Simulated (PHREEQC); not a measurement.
Solution (15 °C): 2.1 mol KOH, 0.06 mol KCl and 0.17 mol NaCl per kg of water. Closed to the air; pH follows from the charge balance.

All values are PHREEQC results (Pitzer model, pitzer.dat), not measurements.

- pH: 14.76
- ionic strength: 2.33 mol/kgw
- activity of water: 0.911
- density: 1.104 g/cm³
- osmotic coefficient: 1.106
- total alkalinity: 2100 meq/kg

```tsv
species	molality	activity	log γ
K+	2.16	1.49	-0.163
OH-	2.10	2.39	0.057
Cl-	0.230	0.129	-0.251
Na+	0.170	0.0883	-0.285
```

This is a speciation only: nothing precipitates in the calculation. In brines, pH and single-ion activities rest on the MacInnes convention.
